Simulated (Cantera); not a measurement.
What does this Cantera script print?

```python
import numpy as np
import cantera as ct

gas = ct.Solution("SiF4_NH3_mec.yaml", "gas")
gas.TPX = 1600, 7100, {'NH3': 1, 'H2': 0.45}
inlet = ct.Reservoir(gas, clone=True)

reactor = ct.IdealGasConstPressureReactor(gas, energy="off", clone=False)
exhaust = ct.Reservoir(gas, clone=True)
tau = [2.2, 1.2, 0.72, 0.42, 0.24, 0.14, 0.08, 0.046, 0.027, 0.015, 0.0089][0]
for a, b in ((inlet, reactor), (reactor, exhaust)):
    ct.MassFlowController(a, b, mdot=lambda t: reactor.mass / tau)
net = ct.ReactorNet([reactor])
show = ['NH3', 'H2', 'NH2', 'N2H2', 'N2', 'H', 'N2H4']

rows = []
print(f"{'tau/s':>10s}{'T/K':>9s}" + "".join(f"{s:>11s}" for s in show))
for tau in [2.2, 1.2, 0.72, 0.42, 0.24, 0.14, 0.08, 0.046, 0.027, 0.015, 0.0089]:
    net.initial_time = 0.0
    net.advance(30 * tau)
    before = gas.X
    net.advance(40 * tau)
    drift = np.max(np.abs(gas.X - before) / (gas.X + 1e-9))
    rows.append([gas.T, *gas[show].X, drift])
    print(f"{tau:10.3e}{gas.T:9.1f}" + "".join(f"{x:11.3e}" for x in gas[show].X))
```

Output:

```
     tau/s      T/K        NH3         H2        NH2       N2H2         N2          H       N2H4
 2.200e+00   1600.0  6.537e-01  3.356e-01  1.076e-04  7.664e-07  1.060e-02  2.323e-05  2.297e-08
 1.200e+00   1600.0  6.696e-01  3.244e-01  1.089e-04  7.915e-07  5.892e-03  2.219e-05  2.353e-08
 7.200e-01   1600.0  6.775e-01  3.188e-01  1.091e-04  7.977e-07  3.537e-03  2.160e-05  2.363e-08
 4.200e-01   1600.0  6.826e-01  3.152e-01  1.086e-04  7.905e-07  2.033e-03  2.109e-05  2.339e-08
 2.400e-01   1600.0  6.857e-01  3.130e-01  1.069e-04  7.655e-07  1.119e-03  2.053e-05  2.268e-08
 1.400e-01   1600.0  6.874e-01  3.118e-01  1.038e-04  7.182e-07  6.085e-04  1.980e-05  2.137e-08
 8.000e-02   1600.0  6.885e-01  3.111e-01  9.793e-05  6.340e-07  3.039e-04  1.861e-05  1.904e-08
 4.600e-02   1600.0  6.891e-01  3.107e-01  8.794e-05  5.028e-07  1.364e-04  1.668e-05  1.536e-08
 2.700e-02   1600.0  6.894e-01  3.105e-01  7.257e-05  3.330e-07  5.173e-05  1.375e-05  1.046e-08
 1.500e-02   1600.0  6.895e-01  3.104e-01  5.009e-05  1.513e-07  1.259e-05  9.482e-06  4.989e-09
 8.900e-03   1600.0  6.896e-01  3.104e-01  3.178e-05  5.807e-08  2.777e-06  6.015e-06  2.007e-09
```

Detailed kinetics in Cantera: the gas-phase N/H chemistry of the illustrative SiF4/NH3 mechanism in the Surface Chemkin manual (1991). Walls and surfaces, which speed up NH3 decomposition in real reactors, are not modelled.
